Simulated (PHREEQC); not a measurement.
A solution holds 0.038 mol/kgw HNO3, 0.00039 mol/kgw ZnSO4 and 0.00066 mol/kgw MgCl2, at 65 °C. Closed to the air; pH follows from the charge balance.

Computed with PHREEQC (ion-association model, phreeqc.dat).

| quantity | before | after |
|---|---|---|
| pH | 1.49 | 1.49 |
| HSO4- (mol/kgw) | 0.000316 | 0.000239 |
| SO4-2 (mol/kgw) | 6.66e-5 | 0.000143 |

Question: What was changed between the two runs?
A. MgCl2 left out
B. ZnSO4 replaced by CaSO4 at the same molality
C. diluted 10-fold with water
D. temperature from 65 to 20 °C

Answer: D, temperature from 65 to 20 °C

This is a speciation only: nothing precipitates in the calculation. Constants without temperature data keep their 25 °C values here.
